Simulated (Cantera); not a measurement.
Charge: 1 mol AlCl3, 1.5 mol NH3, 27 mol N2.

These are equilibrium values from Cantera (NASA tables, ideal gas, pure condensed phases), not measurements of a reactor. Candidate condensed phases: Al, AlCl3, AlN, NH4Cl; 20 gas species. The tables' values for AlCl2 are old estimates. Kinetics and transport are ignored.

What condenses at these points (T in K, P in Pa): (1450, 160); (950, 63); (1950, 160); (1450, 2500); (1550, 400)?


```json
[
 {"T (K)": "1450", "P in Pa": "160", "condensed phases": "gas only", "Al condensed (%)": "0.0"},
 {"T (K)": "950", "P in Pa": "63", "condensed phases": "AlN", "Al condensed (%)": "31.9"},
 {"T (K)": "1950", "P in Pa": "160", "condensed phases": "gas only", "Al condensed (%)": "0.0"},
 {"T (K)": "1450", "P in Pa": "2500", "condensed phases": "AlN", "Al condensed (%)": "22.6"},
 {"T (K)": "1550", "P in Pa": "400", "condensed phases": "gas only", "Al condensed (%)": "0.0"}
]
```
